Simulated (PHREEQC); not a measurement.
Model water analysis in mg/kgw, 20 °C, pH 3.28, pe 8.8:

| constituent | mg/kgw |
|---|---|
| Na | 124 |
| K | 2.98 |
| Ca | 226 |
| Mg | 38.2 |
| Cl | 220 |
| S(6) as SO4 | 745 |
| Cu(2) | 10.8 |
| Mn(2) | 12.6 |

Cl is adjusted to close the charge balance.
Valence states are taken as typed.

All values are PHREEQC results (ion-association model, phreeqc.dat), not measurements.

Each row changes one thing in this solution. Precipitation was switched off in this run.

```json
[
 {"case": "as made", "ionic strength (mol/kgw)": "0.0293", "Mg+2 (mol/kgw)": "0.00117", "MgSO4 (mol/kgw)": "0.000405", "HSO4- (mol/kgw)": "0.000166", "Cu+2 (mol/kgw)": "0.000127", "MnSO4 (mol/kgw)": "4.85e-5", "SI of Gypsum (CaSO4:2H2O)": "-0.55", "SI of Halite (NaCl)": "-6.21"},
 {"case": "Cu(2) from 10.8 to 32.4 mg/kgw", "ionic strength (mol/kgw)": "0.0301", "Mg+2 (mol/kgw)": "0.00117", "MgSO4 (mol/kgw)": "0.000398", "HSO4- (mol/kgw)": "0.000164", "Cu+2 (mol/kgw)": "___", "MnSO4 (mol/kgw)": "4.77e-5", "SI of Gypsum (CaSO4:2H2O)": "-0.56", "SI of Halite (NaCl)": "-6.16"},
 {"case": "temperature from 20 to 50 °C at the same typed pH", "ionic strength (mol/kgw)": "___", "Mg+2 (mol/kgw)": "0.000963", "MgSO4 (mol/kgw)": "0.000609", "HSO4- (mol/kgw)": "0.000304", "Cu+2 (mol/kgw)": "___", "MnSO4 (mol/kgw)": "___", "SI of Gypsum (CaSO4:2H2O)": "-0.58", "SI of Halite (NaCl)": "-6.22"}
]
```

Q: Some entries are withheld; supply them.

A: 
- Cu(2) from 10.8 to 32.4 mg/kgw, Cu+2 (mol/kgw): 0.000383
- temperature from 20 to 50 °C at the same typed pH, ionic strength (mol/kgw): 0.0279
- temperature from 20 to 50 °C at the same typed pH, Cu+2 (mol/kgw): 0.000123
- temperature from 20 to 50 °C at the same typed pH, MnSO4 (mol/kgw): 6.62e-5

Complexes and solids missing from the database can't appear. At this temperature some constants are extrapolated from 25 °C, and those without enthalpy data are left unchanged.
